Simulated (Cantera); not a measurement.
Equilibrium for metals in furnace atmospheres: Cu + NH3 + N2

Input: 1 mol Cu, 1.4 mol NH3, 140 mol N2, at 1873 K and 3.30 mbar.

Equilibrium computed with Cantera from the NASA thermochemical tables; the gas is ideal and each condensed phase is pure. Candidate condensed phases: Cu; 11 gas species. Equilibrium is a limit: real reactors are often held back by kinetics, nucleation or transport.

```json
{
 "x(N2)": "0.978",
 "x(H2)": "0.0139",
 "x(Cu)": "0.00695",
 "x(H)": "0.00133",
 "gas_amount": "143.9 mol",
 "log10 activity of Cu(l) (absent)": "-1.72"
}
```
